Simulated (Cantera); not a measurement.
What does this Cantera script print?

```python
import numpy as np
import cantera as ct

gas_names = """
    Cr CrN H H2 N NH NH2 NH3 N2 N2H2 N2H4
""".split()
cond_names = """
    Cr(cr) Cr(L) CrN(s) Cr2N(s)
""".split()


# ... load() reads the species with a 1 bar reference pressure and builds the phases ...
atoms = {
    'Cr': {'Cr': 1},
    'N2': {'N': 2},
    'H2': {'H': 2},
}
top_T = {'CrN(s)': 1900, 'Cr2N(s)': 1900}  # K; cautious upper limits of use, not melting points


# ... equilibrate(T, P, feed) seeds the gas with the atoms and calls Mixture.equilibrate('TP', solver="vcs", rtol=1e-11, max_steps=5000) ...
results = []
feed = {'Cr': 1, 'N2': 24, 'H2': 8}  # mol
P = 290000  # Pa
for T in [1148, 1298, 1448, 1598, 1748, 1898, 2048, 2198, 2348, 2498, 2648, 2798]:
    mix = equilibrate(T, P, feed)
    results.append((T, P, feed, dict(zip(mix.species_names, mix.species_moles))))

top = {s: max(r[3][s] / sum(r[3][g] for g in gas_names) for r in results) for s in gas_names}
cols = sorted((s for s in top if top[s] > 0.0001), key=lambda s: -top[s])[:9]
seen = [c for c in cond_names if any(r[3].get(c, 0) > 1e-12 for r in results)]
print("log10 of partial pressures in bar; condensed amounts in mol")
print(f"{'T/K':>10s}" + "".join(f"{s[:9]:>10s}" for s in cols + seen))
for T, P, feed, n in results:
    ng = sum(n[g] for g in gas_names)
    print(f"{T:10.4g}" + "".join(f"{np.log10(max(n[s] / ng * P / 1e5, 1e-99)):10.3f}" for s in cols)
          + "".join(f"{n.get(c, 0):10.4g}" for c in seen))
```

Result:

```
log10 of partial pressures in bar; condensed amounts in mol
       T/K        N2        H2        Cr         H    Cr(cr)     Cr(L)    CrN(s)   Cr2N(s)
      1148     0.335    -0.133   -11.884    -7.211         0         0         1         0
      1298     0.335    -0.133    -9.250    -6.036         0         0         1         0
      1448     0.336    -0.136    -7.214    -5.104         0         0         0       0.5
      1598     0.336    -0.136    -5.717    -4.342         0         0         0       0.5
      1748     0.336    -0.136    -4.486    -3.709         0         0         0    0.4998
      1898     0.337    -0.140    -3.467    -3.177    0.9962         0         0         0
      2048     0.337    -0.141    -2.713    -2.720    0.9786         0         0         0
      2198     0.336    -0.143    -2.085    -2.326         0    0.9089         0         0
      2348     0.333    -0.148    -1.558    -1.982         0    0.6912         0         0
      2498     0.324    -0.160    -1.097    -1.683         0   0.08908         0         0
      2648     0.321    -0.168    -1.059    -1.416         0         0         0         0
      2798     0.319    -0.179    -1.061    -1.180         0         0         0         0
```

Method: chemical equilibrium by Gibbs-energy minimisation in Cantera with the NASA 1993 tables (ideal gas, pure condensed phases).
